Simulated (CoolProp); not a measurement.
Vapour-liquid equilibrium of n-heptane (1) + p-xylene (2) at 457.9 K; x and y are mole fractions of (1).

Values from CoolProp's multi-fluid Helmholtz-energy mixture model, Span 2003 and Zhou 2012; pair parameters Bell 2016.

```json
[
 {"x": "0.05", "bubble pressure (MPa)": "0.3315", "y at the bubble point": "0.120", "dew pressure at overall composition x (MPa)": "0.3147", "liquid density (mol/L)": "6.554"},
 {"x": "0.15", "bubble pressure (MPa)": "0.3836", "y at the bubble point": "0.304", "dew pressure at overall composition x (MPa)": "0.3390", "liquid density (mol/L)": "6.396"},
 {"x": "0.25", "bubble pressure (MPa)": "0.4320", "y at the bubble point": "0.440", "dew pressure at overall composition x (MPa)": "0.3669", "liquid density (mol/L)": "6.241"},
 {"x": "0.35", "bubble pressure (MPa)": "0.4775", "y at the bubble point": "0.548", "dew pressure at overall composition x (MPa)": "0.3990", "liquid density (mol/L)": "6.090"},
 {"x": "0.45", "bubble pressure (MPa)": "0.5210", "y at the bubble point": "0.637", "dew pressure at overall composition x (MPa)": "0.4360", "liquid density (mol/L)": "5.942"},
 {"x": "0.55", "bubble pressure (MPa)": "0.5631", "y at the bubble point": "0.715", "dew pressure at overall composition x (MPa)": "0.4787", "liquid density (mol/L)": "5.796"},
 {"x": "0.65", "bubble pressure (MPa)": "0.6043", "y at the bubble point": "0.785", "dew pressure at overall composition x (MPa)": "0.5276", "liquid density (mol/L)": "5.653"},
 {"x": "0.75", "bubble pressure (MPa)": "0.6451", "y at the bubble point": "0.850", "dew pressure at overall composition x (MPa)": "0.5831", "liquid density (mol/L)": "5.513"},
 {"x": "0.85", "bubble pressure (MPa)": "0.6859", "y at the bubble point": "0.912", "dew pressure at overall composition x (MPa)": "0.6450", "liquid density (mol/L)": "5.375"},
 {"x": "0.95", "bubble pressure (MPa)": "0.7270", "y at the bubble point": "0.971", "dew pressure at overall composition x (MPa)": "0.7124", "liquid density (mol/L)": "5.239"}
]
```

No azeotrope shows between x = 0.05 and 0.95.

The pair parameters rest on a limited set of measurements; away from them the model extrapolates.
